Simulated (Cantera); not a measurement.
# Ignition delay

Mixture: 18.1 % CH4, 17.2 % O2, 64.7 % N2, equivalence ratio 2.1, at 1.00 bar, adiabatic and at constant pressure. Ignition delay is the time to a rise of 400 K.

Model: GRI-Mech 3.0 (53 species, 325 reactions), integrated in Cantera.

| T0 (K) | delay (ms) |
|---|---|
| 1275 | 24.7 |
| 1325 | 12.8 |
| 1375 | 6.87 |
| 1425 | 3.78 |
| 1475 | 2.14 |
| 1525 | 1.26 |

* **apparent activation energy between 1425 and 1525 K**: 200 kJ/mol
